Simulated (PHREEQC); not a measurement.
A column of 0.2 m (30 cells, dispersivity 0.016 m, 60 s a shift, diffusion coefficient 3e-10 m²/s) holds 0.21 eq of the database's cation exchanger X per kg of pore water, first in equilibrium with 0.0074 mol/kgw NaCl and 1e-05 mol/kgw HCl. It is flushed with 67 mmol/kgw CdCl2, 3.5 mmol/kgw KBr, 0.1 mmol/kgw PbCl2 and 0.01 mmol/kgw HCl, at 25 °C. Values are for the last cell. CO2 from the air is kept out. Nothing may precipitate in this run.

The series has 31 steps of pore volumes, from 0 to 6.017.

The numbers come from PHREEQC with the ion-association model, phreeqc.dat.

### Question
After how many pore volumes does Cd at the outlet first reach half of its feed value?

### Answer
By 2.4 pore volumes.

### Question
After how many pore volumes does Br at the outlet first reach half of its feed value?

### Answer
By 1.0 pore volumes.

### Question
After how many pore volumes does K at the outlet first reach half of its feed value?

### Answer
By 4.0 pore volumes.

Species that the database lacks are ignored.
